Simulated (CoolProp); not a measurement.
Properties of fluorine along the isotherm -120.95 °C (Tc = -128.7 °C, pc = 5.240 MPa, ω = 0.045).

The numbers come from the reference Helmholtz-energy equation of state, de Reuck 1990 in CoolProp.

```tsv
p (MPa)	phase	cp (kJ/(kg K))	cv (kJ/(kg K))	speed of sound (m/s)	Joule-Thomson coefficient (K/MPa)	isothermal compressibility (1/MPa)	fugacity coefficient
1.54	gas	0.9088	0.5892	206.0	7.156	0.7170	0.9191
3.08	gas	1.139	0.6279	195.6	7.068	0.4148	0.8386
4.62	gas	1.668	0.6800	185.0	6.742	0.3531	0.7587
6.15	supercritical	4.051	0.7970	173.0	5.508	0.4639	0.6777
7.69	supercritical	5.082	0.7990	214.3	2.343	0.1940	0.5921
9.23	supercritical	3.001	0.7289	280.2	1.292	0.06238	0.5232
10.8	supercritical	[?]	0.7096	[?]	0.8763	0.03616	0.4719
12.3	supercritical	2.159	0.7030	355.0	0.6477	0.02574	0.4350
13.8	supercritical	[?]	0.7003	381.4	0.4924	0.01996	0.4063
15.4	supercritical	[?]	0.6990	406.3	0.3718	0.01609	0.3821
16.9	supercritical	1.788	0.6982	427.4	0.2851	0.01361	[?]
18.5	supercritical	1.720	0.6974	448.3	0.2115	0.01168	0.3481
20	supercritical	1.670	0.6965	466.7	0.1552	0.01030	0.3360
```

Q: Complete the blanks.

A: 
- 10.8, cp (kJ/(kg K)): 2.428
- 10.8, speed of sound (m/s): 323.4
- 13.8, cp (kJ/(kg K)): 1.992
- 15.4, cp (kJ/(kg K)): 1.871
- 16.9, fugacity coefficient: 0.3639

The peak of cp marks the crossing from liquid-like to gas-like fluid above the critical point.
